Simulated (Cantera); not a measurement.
Feed: 1 mol HF, 0.066 mol H₂, 0.089 mol O₂, held at 1075 K and 7.50 Torr.

These are equilibrium values from Cantera (NASA tables, ideal gas, pure condensed phases), not measurements of a reactor. Candidate condensed phases: H₂O; 22 gas species. Equilibrium is a limit: real reactors are often held back by kinetics, nucleation or transport.

Base state: HF 0.891, H₂O 0.0588, O₂ 0.0499 (mole fractions); condensed: gas only.

Question: What changes in the equilibrium state with this change: HF replaced by NH₃?

Answer: 
```json
[
 {"species": "H₂", "before": "1.85e-9", "after": "0.672"},
 {"species": "N₂", "before": "0", "after": "0.242"},
 {"species": "H₂O", "before": "0.0588", "after": "0.0862"},
 {"species": "HF", "before": "0.891", "after": "0"},
 {"species": "O₂", "before": "0.0499", "after": "<1e-9"}
]
```
